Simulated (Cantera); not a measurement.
Input (Python, Cantera):

```python
import numpy as np
import cantera as ct

gas = ct.Solution("h2o2.yaml")
gas.TPX = 1075, 100000, {'H2': 1.7, 'O2': 1, 'N2': 14}
inlet = ct.Reservoir(gas, clone=True)

reactor = ct.IdealGasConstPressureReactor(gas, energy="off", clone=False)
exhaust = ct.Reservoir(gas, clone=True)
tau = [3.6, 0.7, 0.13, 0.026, 0.0051, 0.00098, 0.00019][0]
for a, b in ((inlet, reactor), (reactor, exhaust)):
    ct.MassFlowController(a, b, mdot=lambda t: reactor.mass / tau)
net = ct.ReactorNet([reactor])
show = ['H2', 'O2', 'H2O', 'HO2', 'H2O2']

rows = []
print(f"{'tau/s':>10s}{'T/K':>9s}" + "".join(f"{s:>11s}" for s in show))
for tau in [3.6, 0.7, 0.13, 0.026, 0.0051, 0.00098, 0.00019]:
    net.initial_time = 0.0
    net.advance(30 * tau)
    before = gas.X
    net.advance(40 * tau)
    drift = np.max(np.abs(gas.X - before) / (gas.X + 1e-9))
    rows.append([gas.T, *gas[show].X, drift])
    print(f"{tau:10.3e}{gas.T:9.1f}" + "".join(f"{x:11.3e}" for x in gas[show].X))
```

Output:

```
     tau/s      T/K         H2         O2        H2O        HO2       H2O2
 3.600e+00   1075.0  3.108e-04  9.612e-03  1.069e-01  4.615e-06  4.525e-07
 7.000e-01   1075.0  6.297e-04  9.765e-03  1.066e-01  6.570e-06  7.179e-07
 1.300e-01   1075.0  1.397e-03  1.014e-02  1.057e-01  8.708e-06  9.443e-07
 2.600e-02   1075.0  3.153e-03  1.100e-02  1.038e-01  1.086e-05  1.115e-06
 5.100e-03   1075.0  7.254e-03  1.307e-02  9.917e-02  1.367e-05  1.261e-06
 9.800e-04   1075.0  1.643e-02  1.782e-02  8.857e-02  1.833e-05  1.426e-06
 1.900e-04   1075.0  3.502e-02  2.755e-02  6.695e-02  2.546e-05  1.576e-06
```

Model: the H2/O2 subset of GRI-Mech 3.0, which has no nitrogen chemistry, integrated in Cantera. The temperature is held fixed by assumption; the heat of reaction is taken as removed at once.
